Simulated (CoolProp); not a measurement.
Values from CoolProp's reference Helmholtz-energy equation of state, Lemmon 2006. It is a short technical equation, of lower accuracy than the large ones.

Problem. For C3F8 (R218), give the phase and the density (kg/m³), cv (kJ/(kg K)), Joule-Thomson coefficient (K/MPa), viscosity (µPa s) at 440 K and 47.1 bar.

Solution. 
- 440 K and 47.1 bar: supercritical; density 320, cv 0.955, Joule-Thomson coefficient 4.56, viscosity 25.4

Viscosity comes from a separate model (Huber 2003), an estimate that may be off by 10 % or more.
